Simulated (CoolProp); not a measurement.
Properties of CH3F (R41) at several states.

Computed with CoolProp (reference Helmholtz-energy equation of state, Lemmon 2006). It is a short technical equation, of lower accuracy than the large ones.

```json
[
 {"T (°C)": "-12.85", "p (MPa)": "0.123", "phase": "gas", "cp (kJ/(kg K))": "1.090", "cv (kJ/(kg K))": "0.8247", "speed of sound (m/s)": "285.1", "isothermal compressibility (1/MPa)": "8.266", "expansivity (1/kK)": "4.067", "fugacity coefficient": "0.9840"},
 {"T (°C)": "108.35", "p (MPa)": "12.6", "phase": "supercritical", "cp (kJ/(kg K))": "3.293", "cv (kJ/(kg K))": "1.291", "speed of sound (m/s)": "288.3", "isothermal compressibility (1/MPa)": "0.1235", "expansivity (1/kK)": "12.69", "fugacity coefficient": "0.6256"},
 {"T (°C)": "33.55", "p (MPa)": "15.8", "phase": "liquid", "cp (kJ/(kg K))": "2.470", "cv (kJ/(kg K))": "1.202", "speed of sound (m/s)": "612.6", "isothermal compressibility (1/MPa)": "0.008515", "expansivity (1/kK)": "4.760", "fugacity coefficient": "0.2530"},
 {"T (°C)": "93.55", "p (MPa)": "0.469", "phase": "gas", "cp (kJ/(kg K))": "1.263", "cv (kJ/(kg K))": "0.9954", "speed of sound (m/s)": "330.6", "isothermal compressibility (1/MPa)": "2.175", "expansivity (1/kK)": "2.911", "fugacity coefficient": "0.9808"},
 {"T (°C)": "-120.15", "p (MPa)": "0.254", "phase": "liquid", "cp (kJ/(kg K))": "2.072", "cv (kJ/(kg K))": "1.403", "speed of sound (m/s)": "1308", "isothermal compressibility (1/MPa)": "0.0008959", "expansivity (1/kK)": "1.942", "fugacity coefficient": "0.01932"}
]
```
